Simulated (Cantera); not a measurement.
Feed: 1 mol PbCl₂, 0.091 mol HCl, 260 mol N₂, equilibrated at 0.520 Pa.

Equilibrium computed with Cantera from the NASA thermochemical tables; the gas is ideal and each condensed phase is pure. Candidate condensed phases: NH₄Cl, Pb, PbCl₂; 17 gas species. The numbers say what is thermodynamically allowed, not how fast it happens. All values below are at 1698 K.

Base state: N₂ 0.988, Cl 0.00770, Pb 0.00379, HCl 0.000242, H 9.85e-5 (mole fractions); condensed: gas only.

### Question
What changes in the equilibrium state with this change: PbCl₂ replaced by NaCl?

### Answer
| species | before | after |
|---|---|---|
| N₂ | 0.988 | 0.993 |
| Cl | 0.00770 | 0.00256 |
| Na | 0 | 0.00236 |
| Pb | 0.00379 | 0 |
| NaCl | 0 | 0.00146 |
| H | 9.85e-5 | 0.000182 |
| HCl | 0.000242 | 0.000149 |
Further candidate phases: Na, NaCl.
